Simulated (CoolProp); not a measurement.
Model: reference Helmholtz-energy equation of state, Lemmon 2006, in CoolProp. It is a short technical equation, of lower accuracy than the large ones.

Q: Give the vapour pressure (MPa), vapour density (kg/m³), liquid viscosity (µPa s) of saturated R141b at 309.1, 317.1, 333 K.

A: 
```json
[
 {"T (K)": "309.1", "p (MPa)": "0.116", "vapour density (kg/m³)": "5.51", "liquid viscosity (µPa s)": "361"},
 {"T (K)": "317.1", "p (MPa)": "0.151", "vapour density (kg/m³)": "7.07", "liquid viscosity (µPa s)": "331"},
 {"T (K)": "333", "p (MPa)": "0.245", "vapour density (kg/m³)": "11.1", "liquid viscosity (µPa s)": "281"}
]
```

Viscosity comes from a separate model (Huber 2003), an estimate that may be off by 10 % or more.
